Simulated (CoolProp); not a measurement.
Vapour-liquid equilibrium of ethanol (1) + p-xylene (2) at 474 kPa; x and y are mole fractions of (1).

The numbers come from the multi-fluid Helmholtz-energy mixture model, Schroeder 2014 and Zhou 2012; pair parameters Bell 2016 in CoolProp.

```
x     bubble temperature, mixture model (K)  bubble temperature, Raoult's law (K)  y, mixture model  y, Raoult's law
----  -------------------------------------  ------------------------------------  ----------------  ---------------
0.05                                  447.8                                 466.4             0.476            0.275
0.2                                   417.2                                 441.3             0.760            0.643
0.35                             (withheld)                                 426.8        (withheld)            0.794
0.5                              (withheld)                                 416.7             0.841            0.877
0.65                                  403.8                                 409.1        (withheld)            0.930
0.8                              (withheld)                                 403.1             0.916            0.966
0.95                                  397.6                                 398.1             0.977            0.993
```

Complete the blanks.


- 0.35, bubble temperature, mixture model (K): 410.0
- 0.35, y, mixture model: 0.813
- 0.5, bubble temperature, mixture model (K): 406.7
- 0.65, y, mixture model: 0.872
- 0.8, bubble temperature, mixture model (K): 400.7

The largest gap from Raoult's law is -24.1 K in bubble temperature, at x = 0.2. No azeotrope shows between x = 0.05 and 0.95.

The pair parameters rest on a limited set of measurements; away from them the model extrapolates. With so large a gap from Raoult's law the liquid may split in two, which this calculation doesn't test in full.
